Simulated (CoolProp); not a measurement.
Computed with CoolProp (reference Helmholtz-energy equation of state, Colonna 2008). It is a short technical equation, of lower accuracy than the large ones.

Q: For dodecamethylcyclohexasiloxane (D6), give the phase and the cp (kJ/(kg K)), speed of sound (m/s) at 555 K and 0.528 MPa; 603.8 K and 0.528 MPa.

A: 
- 555 K and 0.528 MPa: liquid; cp 2.11, speed of sound 259
- 603.8 K and 0.528 MPa: liquid; cp 2.32, speed of sound 153
